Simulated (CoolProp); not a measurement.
R407C at 298.15 K and 0.623 MPa flows at 0.094 m/s in a round tube of 2 mm bore and 0.25 µm roughness, fully developed (64/Re and Nu = 3.66 if laminar; Colebrook and Gnielinski if turbulent). Each further row changes one setting.

Computed with CoolProp (reference Helmholtz-energy equation of state, Lemmon 2003). It is a pseudo-pure fit of the blend.

```json
[
 {"case": "as stated", "Reynolds number": "(withheld)", "Darcy friction factor": "(withheld)", "pressure drop (Pa/m)": "9.28", "heat-transfer coefficient (W/(m² K))": "25.3", "mass flow (kg/h)": "0.0258"},
 {"case": "velocity 0.188 m/s", "Reynolds number": "739", "Darcy friction factor": "0.0866", "pressure drop (Pa/m)": "(withheld)", "heat-transfer coefficient (W/(m² K))": "25.3", "mass flow (kg/h)": "0.0516"},
 {"case": "diameter 4 mm", "Reynolds number": "739", "Darcy friction factor": "0.0866", "pressure drop (Pa/m)": "(withheld)", "heat-transfer coefficient (W/(m² K))": "12.7", "mass flow (kg/h)": "(withheld)"}
]
```

What belongs in the gaps?


- as stated, Reynolds number: 369
- as stated, Darcy friction factor: 0.173
- velocity 0.188 m/s, pressure drop (Pa/m): 18.6
- diameter 4 mm, pressure drop (Pa/m): 2.32
- diameter 4 mm, mass flow (kg/h): 0.103

Viscosity comes from a separate model (Geller 2000). Thermal conductivity comes from a separate model (Geller 2001).
